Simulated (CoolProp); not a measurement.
Vapour pressure (kPa) of carbon dioxide: the reference equation beside estimates from Tc = 304.1 K, pc = 7377 kPa, ω = 0.224. Clausius-Clapeyron is anchored at 253.6 K with a constant enthalpy of vaporisation of 12.39 kJ/mol.

The numbers come from the reference Helmholtz-energy equation of state, Span 1996 in CoolProp.

```tsv
T (K)	reference	Clausius-Clapeyron	Soave-Redlich-Kwong
235	1075	1255	1077
239.6	1265	(withheld)	(withheld)
244.3	1484	1597	1489
248.9	1724	(withheld)	1732
253.6	1997	1997	2008
258.2	2294	(withheld)	2309
262.9	2630	2458	2649
267.6	3000	2716	(withheld)
272.2	(withheld)	2983	3428
276.9	3844	(withheld)	3879
281.5	4321	3575	(withheld)
```

Task: Fill in the missing entries.

Result: 
- 239.6, Clausius-Clapeyron: 1417
- 239.6, Soave-Redlich-Kwong: 1269
- 248.9, Clausius-Clapeyron: 1787
- 258.2, Clausius-Clapeyron: 2217
- 267.6, Soave-Redlich-Kwong: 3024
- 272.2, reference: 3398
- 276.9, Clausius-Clapeyron: 3274
- 281.5, Soave-Redlich-Kwong: 4360

Absolute difference from the reference over all 11 rows, mean and median: Clausius-Clapeyron 9.4 and 9.5 %, Soave-Redlich-Kwong 0.6 and 0.7 %.
